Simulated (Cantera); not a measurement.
Thermodynamics of silicon carbide growth, feed SiH4 + H2 + C3H8

Feed: 1 mol SiH4, 14 mol H2, 0.0059 mol C3H8, held at 2300 K.

Method: chemical equilibrium by Gibbs-energy minimisation in Cantera with the NASA 1993 tables (ideal gas, pure condensed phases). Candidate condensed phases: C, C6H6, C7H8, C8H18, Si, SiC; 87 gas species. Mutual solubility and eutectic melting of coexisting phases are not modelled. Gases not in the tables: Si2H6 and higher silanes. Equilibrium is a limit: real reactors are often held back by kinetics, nucleation or transport.

```csv
P (Pa),x H2,x H,x Si,x SiH,x Si2C,x Si2,n Si(l),n SiC(s)
100,0.694,0.255,0.0499,0.000483,0.000270,5.16e-5,0,0
400,0.809,0.138,0.0517,0.00108,0.000712,0.000221,0,0
1600,0.874,0.0715,0.0503,0.00218,0.000972,0.000838,0,0
6300,0.945,0.0375,0.0148,0.00133,0.000916,0.000285,0.682,0
25000,0.976,0.0191,0.00373,0.000676,0.000303,7.19e-5,0.899,0.00944
100000,0.988,0.00962,0.000932,0.000340,7.57e-5,1.80e-5,0.956,0.0130
```
x: gas mole fraction; n: condensed amount in mol.

From 0.750 Torr to 12.0 Torr nothing is condensed. At 47.3 Torr the condensed part is Si(l). From 188 Torr to 750 Torr the condensed part is Si(l) + SiC(s). The main Si-bearing gas is Si throughout.
